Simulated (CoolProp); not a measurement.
Vapour-liquid equilibrium of n-butane (1) + cis-2-butene (2) at 0.937 MPa; x and y are mole fractions of (1).

The numbers come from the multi-fluid Helmholtz-energy mixture model, Bücker 2006 and Lemmon 2005; pair parameters Bell 2016 in CoolProp.

```tsv
x	bubble temperature (K)	y at the bubble point	dew temperature at overall composition x (K)	liquid density (mol/L)
0.05	353.1	0.056	353.1	9.609
0.125	352.6	0.137	352.7	9.532
0.2	352.2	0.216	352.2	9.456
0.275	351.8	0.292	351.9	9.380
0.35	351.4	0.368	351.5	9.306
0.425	351.1	0.442	351.2	9.232
0.5	350.8	0.515	350.9	9.159
0.575	350.6	0.588	350.6	9.088
0.65	350.4	0.661	350.4	9.017
0.725	350.2	0.733	350.2	8.948
0.8	350.0	0.806	350.1	8.879
0.875	349.9	0.879	349.9	8.812
0.95	349.7	0.951	349.7	8.745
```

No azeotrope shows between x = 0.05 and 0.95.

Pair parameters are fitted to limited data, so mixtures are less certain than the pure fluids.
